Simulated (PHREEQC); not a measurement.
Leach liquor: an equilibrium model

Make-up at 50 °C: 0.037 mol/kgw HCl, 0.00092 mol/kgw FeSO4 and 5.4e-05 mol/kgw NiSO4. Closed to the air; pH follows from the charge balance.

Model: ion-association model, wateq4f.dat, run in PHREEQC.

No solid was allowed to form.

Problem. Estimate the pH.

Solution. pH 1.51.

Problem. In which forms is Ni present?

Solution. Ni+2 94 %, NiCl+ 4.1 %, NiSO4 1.1 % of the Ni.

Away from 25 °C the constants follow the database's enthalpies or fits; those with neither stay at their 25 °C values.
